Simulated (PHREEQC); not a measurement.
Synthetic water in mg/kgw, 25 °C, pH 6.38, pe 12.4: Na 0.0203; K 2.05e-07; Ca 0.227; Mg 0.011; Cl 0.194; S(6) as SO4 0.363; Alkalinity as HCO3 0.0486; F 0.000182; Pb 0.00756; Br 0.00125.

Valence states are taken as typed.

Computed with PHREEQC (ion-association model, wateq4f.dat).

```json
{
 "ionic_strength": "2.39e-5 mol/kgw",
 "charge_balance_error": "-2.4 %"
}
```

| species | molality | activity | log γ |
|---|---|---|---|
| Ca+2 | 5.66e-6 | 5.53e-6 | -0.010 |
| Cl- | 5.47e-6 | 5.44e-6 | -0.002 |
| SO4-2 | 3.77e-6 | 3.69e-6 | -0.010 |
| HCO3- | 1.19e-6 | 1.18e-6 | -0.002 |
| CO2 | 1.11e-6 | 1.11e-6 | 0.000 |
| Na+ | 8.83e-7 | 8.78e-7 | -0.002 |
| Mg+2 | 4.52e-7 | 4.42e-7 | -0.010 |
| H+ | 4.19e-7 | 4.17e-7 | -0.002 |
| Pb+2 | 3.47e-8 | 3.39e-8 | -0.010 |
| OH- | 2.42e-8 | 2.40e-8 | -0.002 |

Precipitation was switched off in this run. Species that the database lacks are ignored.
